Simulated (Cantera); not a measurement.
Low-pressure radical oxidation in H2/O2

A perfectly stirred reactor is fed with H2 : O2 = 0.028 : 1 (molar parts), at 0.0263 atm; it is held at 1150 K, and followed from long to short residence time.

Detailed kinetics in Cantera: GRI-Mech 3.0 (53 species, 325 reactions). Radical loss at walls, strong at low pressure, is not modelled.

```
τ (s)        x H2   x O2       x H    x HO2      x OH
-------  --------  -----  --------  -------  --------
1.4       7.66e-5  0.971   2.64e-5  1.29e-6  0.000365
0.64     0.000120  0.971   5.64e-5  1.73e-6  0.000475
0.30     0.000184  0.970  0.000116  2.24e-6  0.000614
0.14     0.000284  0.969  0.000233  2.84e-6  0.000794
0.068    0.000429  0.967  0.000438  3.47e-6   0.00101
0.032    0.000668  0.965  0.000801  4.17e-6   0.00129
0.015     0.00106  0.962   0.00136  4.87e-6   0.00163
0.0073    0.00169  0.959   0.00206  5.49e-6   0.00201
0.0035    0.00281  0.958   0.00283  6.02e-6   0.00245
0.0016    0.00493  0.957   0.00344  6.38e-6   0.00291
0.00078   0.00837  0.959   0.00345  6.42e-6   0.00317
```
x: mole fraction; the columns are a selection and need not sum to one.
